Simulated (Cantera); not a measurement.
An isothermal, constant-pressure homogeneous reactor starts with NH₃ : H₂ = 1 : 0.47 (molar parts), at 1675 K and 19.5 Torr. Integrator tolerance rtol = 1e-08.

Model: the gas-phase N/H chemistry of the illustrative SiF4/NH3 mechanism in the Surface Chemkin manual (1991), integrated in Cantera. Walls and surfaces, which speed up NH3 decomposition in real reactors, are not modelled.

Task: What does this change do: temperature 1675 to 2225 K?

Result: 
```
quantity                                              before                                     after
-----------------  -----------------------------------------  ----------------------------------------
x(NH₃) at 1.00 s       0.655 (gas-phase equilibrium 3.18e-7)  0.000128 (gas-phase equilibrium 1.12e-7)
x(H₂) at 1.00 s          0.337 (gas-phase equilibrium 0.797)       0.784 (gas-phase equilibrium 0.766)
x(NH₂) at 1.00 s   0.000210 (gas-phase equilibrium 6.45e-10)   7.88e-6 (gas-phase equilibrium 1.61e-8)
x(N₂H₂) at 1.00 s     1.70e-6 (gas-phase equilibrium <1e-12)   7.64e-10 (gas-phase equilibrium <1e-12)
x(N) at 1.00 s      6.08e-8 (gas-phase equilibrium 9.32e-12)   4.15e-6 (gas-phase equilibrium 4.61e-8)
x(NH) at 1.00 s     1.56e-6 (gas-phase equilibrium 3.26e-11)   3.77e-6 (gas-phase equilibrium 1.79e-8)
```
